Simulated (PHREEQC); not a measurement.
A solution holds 0.0009 mol/kgw HF, 0.00085 mol/kgw NH4HF2 and 0.0125 mol/kgw (NH4)2SiF6, at 25 °C. Closed to the air; pH follows from the charge balance.

Model: ion-association model, phreeqc.dat, run in PHREEQC.

### Question
The ionic strength comes out as 0.0389 mol/kgw. What activity coefficients do SiF6-2, HF2-, NH4+, F-, H+ get?

### Answer
SiF6-2 0.50, HF2- 0.84, NH4+ 0.82, F- 0.83, H+ 0.86.

This is a speciation only: nothing precipitates in the calculation. Saturation is exceeded, for instance for Quartz (slow to form); the values hold only as long as no solid forms. Species that the database lacks are ignored. SiF6-2 is the database's only silicon fluoride.
